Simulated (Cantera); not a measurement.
What does this Cantera script print?

```python
import numpy as np
import cantera as ct

gas_names = """
    C CH CH2 CH3 CH2OH CH3O CH4 CH3OH CO CO2 COOH C2 C2H CHCO,ketyl C2H2,acetylene C2H2,vinylidene
    CH2CO,ketene C2H3,vinyl CH3CO,acetyl C2H4 C2H4O,ethylen CH3CHO,ethanal CH3COOH (HCOOH)2 C2H5 C2H6
    CH3OCH3 C2H5OH C2O C3 C3H3,propargyl C3H4,allene C3H4,propyne C3H4,cyclo- C3H5,allyl C3H6,propylene
    C3H6,cyclo- C3H6O C3H7,n-propyl C3H7,i-propyl C3H8 C3H8O,1propanol C3H8O,2propanol C3O2 C4 C4H2
    C4H4,1,3-cyclo- C4H6,butadiene C4H6,2-butyne C4H6,cyclo- C4H8,1-butene C4H8,cis2-buten
    C4H8,tr2-butene C4H8,isobutene C4H8,cyclo- (CH3COOH)2 C4H9,n-butyl C4H9,i-butyl C4H9,s-butyl
    C4H9,t-butyl C4H10,isobutane C4H10,n-butane C5 C5H6,1,3cyclo- C5H8,cyclo- C5H10,1-pentene
    C5H10,cyclo- C5H11,pentyl C5H11,t-pentyl C5H12,n-pentane C5H12,i-pentane CH3C(CH3)2CH3 C6H2
    C6H5,phenyl C6H5O,phenoxy C6H6 C6H5OH,phenol C6H10,cyclo- C6H12,1-hexene C6H12,cyclo- C6H13,n-hexyl
    C7H7,benzyl C7H8 C7H8O,cresol C7H14,1-heptene C7H15,n-heptyl C7H16,n-heptane C8H8,styrene
    C8H10,ethylbenz C8H16,1-octene C8H17,n-octyl C8H18,isooctane C8H18,n-octane C9H19,n-nonyl
    C10H8,naphthale C10H21,n-decyl C12H9,o-bipheny C12H10,bipheny H HCO HO2 H2 HCHO,formaldehy HCOOH H2O
    H2O2 O OH O2 O3 Si SiC SiC2 SiC4H12 SiH SiH2 SiH3 SiH4 SiO SiO2 Si2 Si2C Si3
""".split()
cond_names = """
    C(gr) C6H6(L) C7H8(L) C8H18(L),n-octa H2O(s) H2O(L) Si(cr) Si(L) SiC(b) SiO2(Lqz) SiO2(hqz) SiO2(L)
""".split()


def load(file, names, dense=False):
    # The tables refer to 1 bar. Condensed volumes are neglected.
    table = {s.name: s for s in ct.Species.list_from_file(file)}
    out = []
    for n in names:
        d = dict(table[n].input_data)
        d["thermo"] = dict(d["thermo"], **{"reference-pressure": 1e5})
        if dense:
            d["equation-of-state"] = {"model": "constant-volume", "density": "1e6 g/cm^3"}
        out.append(ct.Species.from_dict(d))
    return out


gas = ct.Solution(thermo="ideal-gas", species=load("nasa_gas.yaml", gas_names))
cond = {s.name: ct.Solution(thermo="fixed-stoichiometry", species=[s], name=s.name)
        for s in load("nasa_condensed.yaml", cond_names, dense=True)}
atoms = {
    'TEOS': {'Si': 1, 'C': 8, 'H': 20, 'O': 4},
    'CO2': {'C': 1, 'O': 2},
}
top_T = {'C(gr)': 4500, 'SiC(b)': 3050}  # K; cautious upper limits of use, not melting points


def equilibrate(T, P, feed):
    n = {}
    for name, mol in feed.items():
        for a, k in atoms[name].items():
            n[a] = n.get(a, 0.0) + k * mol
    gas.TPX = T, P, n
    mass = sum(n.values()) * gas.mean_molecular_weight
    gas.equilibrate("TP")
    valid = [c for c in cond.values() if c.min_temp <= T <= top_T.get(c.name, c.max_temp)]
    mix = ct.Mixture([(gas, mass / gas.mean_molecular_weight)] + [(c, 0.0) for c in valid])
    mix.T, mix.P = T, P
    mix.equilibrate("TP", solver="vcs", rtol=1e-11, max_steps=5000)
    return mix


results = []
feed = {'TEOS': 1, 'CO2': 3.2}  # mol
P = 20000  # Pa
for T in [900, 1000, 1100, 1200, 1300, 1400, 1500]:
    mix = equilibrate(T, P, feed)
    results.append((T, P, feed, dict(zip(mix.species_names, mix.species_moles))))
    x = sorted(zip(gas.X, gas.species_names), reverse=True)
    print(f"T = {T:g} K  P = {P:g} Pa  gas = {mix.phase_moles(0):.4g} mol")
    print("   x: " + "  ".join(f"{s} {v:.3e}" for v, s in x if v > 1e-06))
    print("   condensed (mol): " + ("  ".join(f"{mix.phase(i).name} {mix.phase_moles(i):.4g}"
          for i in range(1, mix.n_phases) if mix.phase_moles(i) > 1e-12) or "none"))
```

Output:

```
T = 900 K  P = 20000 Pa  gas = 15.57 mol
   x: H2 5.332e-01  CO 2.848e-01  CO2 9.056e-02  H2O 7.372e-02  CH4 1.774e-02
   condensed (mol): C(gr) 5.081  SiO2(hqz) 1
T = 1000 K  P = 20000 Pa  gas = 17.64 mol
   x: H2 5.381e-01  CO 4.187e-01  CO2 1.989e-02  H2O 1.781e-02  CH4 5.530e-03
   condensed (mol): C(gr) 3.367  SiO2(hqz) 1
T = 1100 K  P = 20000 Pa  gas = 18.22 mol
   x: H2 5.404e-01  CO 4.496e-01  H2O 4.347e-03  CO2 3.568e-03  CH4 2.096e-03
   condensed (mol): C(gr) 2.906  SiO2(hqz) 1
T = 1200 K  P = 20000 Pa  gas = 18.35 mol
   x: H2 5.420e-01  CO 4.550e-01  H2O 1.280e-03  CH4 9.280e-04  CO2 7.827e-04
   condensed (mol): C(gr) 2.821  SiO2(hqz) 1
T = 1300 K  P = 20000 Pa  gas = 18.38 mol
   x: H2 5.427e-01  CO 4.562e-01  CH4 4.633e-04  H2O 4.514e-04  CO2 2.152e-04  H 1.822e-06
   condensed (mol): C(gr) 2.804  SiO2(hqz) 1
T = 1400 K  P = 20000 Pa  gas = 18.39 mol
   x: H2 5.431e-01  CO 4.564e-01  CH4 2.548e-04  H2O 1.846e-04  CO2 7.148e-05  H 8.015e-06  C2H2,acetylene 1.368e-06  SiO 1.130e-06
   condensed (mol): C(gr) 2.8  SiO2(hqz) 1
T = 1500 K  P = 20000 Pa  gas = 18.4 mol
   x: H2 5.431e-01  CO 4.565e-01  CH4 1.516e-04  H2O 8.517e-05  SiO 5.466e-05  H 2.901e-05  CO2 2.766e-05  C2H2,acetylene 4.902e-06
   condensed (mol): C(gr) 2.798  SiO2(hqz) 0.999
```

Method: chemical equilibrium by Gibbs-energy minimisation in Cantera with the NASA 1993 tables (ideal gas, pure condensed phases). The feed counts by its element totals alone. The tables hold silica as quartz up to 1696 K and as liquid above; real silica turns to tridymite and cristobalite and melts near 1996 K.
